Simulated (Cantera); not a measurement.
A closed system holds: 1 mol Si, 0.13 mol CO2, 10 mol N2, equilibrated at 0.0110 bar.

Method: chemical equilibrium by Gibbs-energy minimisation in Cantera with the NASA 1993 tables (ideal gas, pure condensed phases). Candidate condensed phases: C, Si, SiC, SiO2, Si2N2O, Si3N4; 34 gas species. N2 is the only nitrogen source here; it is nearly inert below about 1500 K, so the nitride shown seldom forms there in practice. Mutual solubility and eutectic melting of coexisting phases are not modelled. The numbers say what is thermodynamically allowed, not how fast it happens.

Which condensed phases are stable at each of these points (T (°C)): 650, 750, 850, 950, 1050, 1150, 1250, 1350, 1450, 1550, 1650, 1750, 1850?


| T (°C) | condensed phases | Si condensed (%) |
|---|---|---|
| 650 | C(graphite) + Si2N2O(s) + Si3N4(s) | 100.0 |
| 750 | C(graphite) + Si2N2O(s) + Si3N4(s) | 100.0 |
| 850 | C(graphite) + Si2N2O(s) + Si3N4(s) | 100.0 |
| 950 | C(graphite) + Si2N2O(s) + Si3N4(s) | 100.0 |
| 1050 | C(graphite) + Si2N2O(s) + Si3N4(s) | 100.0 |
| 1150 | SiC(s) + Si2N2O(s) + Si3N4(s) | 100.0 |
| 1250 | SiC(s) + Si2N2O(s) + Si3N4(s) | 100.0 |
| 1350 | SiC(s) + Si2N2O(s) + Si3N4(s) | 99.6 |
| 1450 | SiC(s) + Si2N2O(s) + Si3N4(s) | 95.2 |
| 1550 | Si(l) + SiC(s) | 76.3 |
| 1650 | Si(l) + SiC(s) | 76.7 |
| 1750 | Si(l) + SiC(s) | 74.6 |
| 1850 | Si(l) + SiC(s) | 64.3 |

From 650 °C to 1050 °C the condensed part is C(graphite) + Si2N2O(s) + Si3N4(s). From 1150 °C to 1450 °C the condensed part is SiC(s) + Si2N2O(s) + Si3N4(s). From 1550 °C to 1850 °C the condensed part is Si(l) + SiC(s).
